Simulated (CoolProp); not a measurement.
Vapour-liquid equilibrium of CH2F2 (R32) (1) + R123 (2) at 0.0916 MPa; x and y are mole fractions of (1).

Model: multi-fluid Helmholtz-energy mixture model, Tillner-Roth 1997 and Younglove 1994; pair parameters Bell 2016, in CoolProp.

```json
[
 {"x": "0.05", "bubble temperature, mixture model (K)": "275.2", "bubble temperature, Raoult's law (K)": "279.8", "y, mixture model": "0.618", "y, Raoult's law": "0.546"},
 {"x": "0.125", "bubble temperature, mixture model (K)": "?", "bubble temperature, Raoult's law (K)": "263.5", "y, mixture model": "0.865", "y, Raoult's law": "0.804"},
 {"x": "0.2", "bubble temperature, mixture model (K)": "244.4", "bubble temperature, Raoult's law (K)": "253.4", "y, mixture model": "0.932", "y, Raoult's law": "0.894"},
 {"x": "0.275", "bubble temperature, mixture model (K)": "237.9", "bubble temperature, Raoult's law (K)": "246.4", "y, mixture model": "0.957", "y, Raoult's law": "0.935"},
 {"x": "0.35", "bubble temperature, mixture model (K)": "233.6", "bubble temperature, Raoult's law (K)": "241.1", "y, mixture model": "0.970", "y, Raoult's law": "0.958"},
 {"x": "0.425", "bubble temperature, mixture model (K)": "230.7", "bubble temperature, Raoult's law (K)": "236.9", "y, mixture model": "0.977", "y, Raoult's law": "0.971"},
 {"x": "0.5", "bubble temperature, mixture model (K)": "228.5", "bubble temperature, Raoult's law (K)": "233.4", "y, mixture model": "0.982", "y, Raoult's law": "0.980"},
 {"x": "0.575", "bubble temperature, mixture model (K)": "226.8", "bubble temperature, Raoult's law (K)": "230.5", "y, mixture model": "0.985", "y, Raoult's law": "0.986"},
 {"x": "0.65", "bubble temperature, mixture model (K)": "?", "bubble temperature, Raoult's law (K)": "228.0", "y, mixture model": "0.988", "y, Raoult's law": "0.990"},
 {"x": "0.725", "bubble temperature, mixture model (K)": "224.2", "bubble temperature, Raoult's law (K)": "225.8", "y, mixture model": "0.990", "y, Raoult's law": "0.994"},
 {"x": "0.8", "bubble temperature, mixture model (K)": "223.0", "bubble temperature, Raoult's law (K)": "223.8", "y, mixture model": "?", "y, Raoult's law": "0.996"},
 {"x": "0.875", "bubble temperature, mixture model (K)": "221.8", "bubble temperature, Raoult's law (K)": "222.1", "y, mixture model": "0.995", "y, Raoult's law": "0.998"},
 {"x": "0.95", "bubble temperature, mixture model (K)": "220.5", "bubble temperature, Raoult's law (K)": "220.5", "y, mixture model": "0.998", "y, Raoult's law": "0.999"}
]
```

Task: Complete the blanks.

Result: 
- 0.125, bubble temperature, mixture model (K): 255.2
- 0.65, bubble temperature, mixture model (K): 225.4
- 0.8, y, mixture model: 0.992

The largest gap from Raoult's law is -9.0 K in bubble temperature, at x = 0.2. No azeotrope shows between x = 0.05 and 0.95.

Pair parameters are fitted to limited data, so mixtures are less certain than the pure fluids.
